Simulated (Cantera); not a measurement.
Feed: 1 mol Si3N4, 0.01 mol O2, 20 mol N2, at 1475 K and 0.160 Pa.

Method: chemical equilibrium by Gibbs-energy minimisation in Cantera with the NASA 1993 tables (ideal gas, pure condensed phases). Candidate condensed phases: Si, SiO2, Si2N2O, Si3N4; 16 gas species. Kinetics and transport are ignored.

Base state: N2 0.995, Si 0.00359, SiO 0.000905 (mole fractions); condensed: Si(s).

Question: What changes in the equilibrium state with this change: Si3N4 replaced by SiC?

Answer: 
```csv
species,before,after
N2,0.995,0.999
CO,0,0.000689
Si,0.00359,0.000379
SiO,0.000905,0.000309
"Si(s), mol",2.90,0
"SiC(s), mol",0,0.986
```
Further candidate phases: C, SiC.
